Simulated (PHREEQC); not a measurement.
1.3 g of hydrous ferric oxide (600 m²/g; 0.2 weak and 0.005 strong sites per Fe, Dzombak-Morel constants, diffuse double layer) in 1 kg of water with 0.3 mol/kgw of an inert sodium salt and 0.025 mmol/kgw NiCl2 and 0.39 mmol/kgw Na2HAsO4, at 25 °C; the pH is set by adding NaOH or the inert anion's acid. Oxygen is held at 0.21 atm. No CO2 enters from the air. Precipitation was switched off in this run.

Base run: PHREEQC, ion-association model, wateq4f.dat. Each further column changes one thing. The table gives Ni sorbed (%).

| pH | base | no electrostatic term (-no_edl) | background salt from 0.3 to 0.03 mol/kgw | oxide from 1.3 to 6.5 g/kgw |
|---|---|---|---|---|
| 3 | 0.0 | 0.0 | 0.0 | 0.0 |
| 3.38 | 0.0 | 0.0 | 0.0 | 0.0 |
| 3.75 | 0.0 | 0.0 | 0.0 | 0.0 |
| 4.5 | 0.2 | 0.3 | 0.3 | 1.1 |
| 4.88 | 1.3 | 1.5 | 1.6 | 5.6 |
| 5.25 | 5.8 | 7.5 | 7.3 | 21.9 |
| 5.62 | 22.0 | 29.1 | 26.9 | 55.9 |
| 6.38 | 85.0 | 90.8 | 89.1 | 96.5 |
| 6.75 | 96.4 | 97.9 | 97.6 | 99.2 |
| 7.12 | 99.2 | 99.5 | 99.5 | 99.8 |
| 7.5 | 99.8 | 99.9 | 99.9 | 100.0 |
| 8.25 | 100.0 | 100.0 | 100.0 | 100.0 |
| 8.62 | 100.0 | 100.0 | 100.0 | 100.0 |
| 9 | 100.0 | 100.0 | 100.0 | 100.0 |

The database has no arsenate complexes of Ni. The oxide is taken as insoluble; below pH 4 it would dissolve.
